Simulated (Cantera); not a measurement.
A perfectly stirred reactor is fed with NO : N2 = 1 : 8.2 (molar parts), at 0.610 bar; it is held at 2023 K, and followed from long to short residence time.

Computed with Cantera and GRI-Mech 3.0 (53 species, 325 reactions).

x: mole fraction; the columns are a selection and need not sum to one.

```tsv
τ (s)	x NO	x O	x NO2	x N2O	x N2	x O2
0.34	0.0973	8.94e-5	2.33e-5	4.53e-6	0.897	0.00561
0.20	0.102	7.45e-5	2.02e-5	4.99e-6	0.895	0.00323
0.11	0.105	?	?	5.29e-6	0.893	?
0.066	0.107	?	?	5.42e-6	0.892	?
0.038	0.108	5.13e-5	1.44e-5	5.49e-6	0.892	0.000544
0.022	0.108	4.74e-5	1.33e-5	5.48e-6	0.892	0.000295
0.013	0.108	4.36e-5	1.23e-5	5.42e-6	0.891	0.000159
0.0073	0.108	3.86e-5	1.09e-5	5.27e-6	0.891	7.54e-5
0.0042	0.109	3.22e-5	9.06e-6	5.02e-6	0.891	3.31e-5
0.0024	0.109	2.41e-5	6.75e-6	4.61e-6	0.891	1.23e-5
0.0014	0.109	1.61e-5	4.43e-6	4.06e-6	0.891	4.02e-6
```

Some entries are withheld; supply them.


- 0.11, x O: 6.29e-5
- 0.11, x NO2: 1.74e-5
- 0.11, x O2: 0.00171
- 0.066, x O: 5.63e-5
- 0.066, x NO2: 1.57e-5
- 0.066, x O2: 0.000989
